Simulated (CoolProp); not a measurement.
R123 at 293.15 K and 0.567 MPa flows at 0.36 m/s in a round tube of 50 mm bore and 0.25 µm roughness, fully developed (64/Re and Nu = 3.66 if laminar; Colebrook and Gnielinski if turbulent). Each further row changes one setting.

Model: reference Helmholtz-energy equation of state, Younglove 1994, in CoolProp. It is a modified Benedict-Webb-Rubin equation, recast in Helmholtz form.

```
case               Reynolds number  Darcy friction factor  pressure drop (Pa/m)  heat-transfer coefficient (W/(m² K))  mass flow (kg/h)
-----------------  ---------------  ---------------------  --------------------  ------------------------------------  ----------------
as stated                    59700                 0.0201                  38.5                                   551              3760
velocity 0.72 m/s           119000                 0.0174                   133                                  1000              7520
diameter 100 mm             119000                 0.0174                  16.6                                   501             15000
```

Viscosity comes from a separate model (Tanaka 1996). Thermal conductivity comes from a separate model (Laesecke 1996).
